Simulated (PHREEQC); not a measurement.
Consider water at 20 °C with 0.027 mol CdSO4, 0.051 mol Na2SO4 and 0.11 mol H2SO4 per kg of water. Closed to the air; pH follows from the charge balance.

All values are PHREEQC results (ion-association model, wateq4f.dat), not measurements.

```csv
quantity,before,after
pH,1.09,1.65
ionic strength (mol/kgw),0.284,0.0721
HSO4- (mol/kgw),0.117,0.0172
SO4-2 (mol/kgw),0.0451,0.0167
Cd+2 (mol/kgw),0.0116,0.00278
CdSO4 (mol/kgw),0.0104,0.00220
```

Question: What was changed between the two runs?
A. diluted 5-fold with water
B. Na2SO4 from 0.051 to 0.0459 mol/kgw
C. H2SO4 left out
D. H2SO4 from 0.11 to 0.055 mol/kgw
E. Na2SO4 replaced by Fe2(SO4)3 at the same molality

Answer: A, diluted 5-fold with water

This is a speciation only: nothing precipitates in the calculation.
